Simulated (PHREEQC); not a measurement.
Make-up at 22 °C: 0.61 mol NaOH and 0.00011 mol H3BO3 per kg of water. Closed to the air; pH follows from the charge balance.

Equilibrium calculation in PHREEQC: ion-association model, phreeqc.dat.

Each row changes one thing in this solution. No solid was allowed to form.

```tsv
case	pH	ionic strength (mol/kgw)	H3BO3 (mol/kgw)
as made	13.68	0.610	2.71e-9
H3BO3 replaced by NH4BF4 at the same molality	13.68	0.610	2.72e-9
diluted 2-fold with water	13.41	0.305	2.67e-9
temperature from 22 to 70 °C	12.36	0.610	?
NaOH from 0.61 to 1.22 mol/kgw	?	1.22	?
NaOH left out	6.58	?	0.000110
H3BO3 from 0.00011 to 2.2e-05 mol/kgw	13.68	0.610	5.43e-10
temperature from 22 to 90 °C	?	0.610	4.85e-8
```

Problem. What belongs in the gaps?

Solution. 
- temperature from 22 to 70 °C, H3BO3 (mol/kgw): 2.56e-8
- NaOH from 0.61 to 1.22 mol/kgw, pH: 13.95
- NaOH from 0.61 to 1.22 mol/kgw, H3BO3 (mol/kgw): 1.41e-9
- NaOH left out, ionic strength (mol/kgw): 2.60e-7
- temperature from 22 to 90 °C, pH: 11.96

The ionic strength passes 0.7 mol/kgw, the rough limit of the ion-association models, in NaOH from 0.61 to 1.22 mol/kgw. At this temperature some constants are extrapolated from 25 °C, and those without enthalpy data are left unchanged. Real BF4- forms and hydrolyses slowly; the run takes it at equilibrium.
